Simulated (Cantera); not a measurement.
**Thermodynamics of roasting and sulfation, feed Fe2O3 + H2S + CO2 + SO2**

A closed system holds: 1 mol Fe2O3, 0.38 mol H2S, 4 mol CO2, 0.13 mol SO2, at 0.133 bar.

Cantera equilibrium calculation (NASA polynomials, part measured and part estimated; ideal gas, pure solids and liquids). Candidate condensed phases: C, C6H6, C7H8, C8H18, Fe, Fe(CO)5, FeO, Fe(OH)2, Fe(OH)3, FeS, FeSO4, FeS2, Fe2O3, Fe2(SO4)3, Fe3O4, H2O, H2SO4, S; 127 gas species. Mutual solubility and eutectic melting of coexisting phases are not modelled. The tables' stoichiometric FeO is somewhat more stable than real wüstite, so its field is too wide. FeO, FeS: taken at fixed stoichiometry. Gases not in the tables: S3 to S7. Equilibrium is a limit: real reactors are often held back by kinetics, nucleation or transport.

```csv
T (K),x CO2,x SO2,x H2O,x CO,x S2,x H2,x H2S,n FeS(s),n Fe3O4(s),n FeO(s)
1225,0.816,0.0597,0.0772,0.0337,0.00926,0.00217,0.00141,0.129,0.624,0
1250,0.806,0.0611,0.0766,0.0411,0.0102,0.00249,0.00143,0.112,0.629,0
1275,0.786,0.0822,0.0751,0.0419,0.0104,0.00241,0.00117,0,0.307,1.08
1300,0.782,0.0912,0.0753,0.0415,0.00602,0.00227,0.000713,0,0.210,1.37
1325,0.780,0.0969,0.0755,0.0412,0.00329,0.00214,0.000424,0,0.149,1.55
1350,0.779,0.100,0.0756,0.0409,0.00175,0.00202,0.000251,0,0.112,1.66
1375,0.778,0.102,0.0757,0.0406,0.000923,0.00191,0.000149,0,0.0919,1.72
1400,0.778,0.103,0.0759,0.0404,0.000490,0.00181,8.94e-5,0,0.0802,1.76
1425,0.778,0.103,0.0760,0.0401,0.000264,0.00172,5.44e-5,0,0.0732,1.78
1450,0.778,0.104,0.0761,0.0399,0.000144,0.00164,3.35e-5,0,0.0686,1.79
1475,0.778,0.104,0.0761,0.0396,8.04e-5,0.00156,2.10e-5,0,0.0654,1.80
1500,0.779,0.104,0.0762,0.0394,4.56e-5,0.00149,1.33e-5,0,0.0630,1.81
```
x: gas mole fraction; n: condensed amount in mol.

From 1225 K to 1250 K the condensed part is FeS(s) + Fe3O4(s). From 1275 K to 1500 K the condensed part is FeO(s) + Fe3O4(s). The main Fe-bearing gas is Fe(OH)2 throughout.
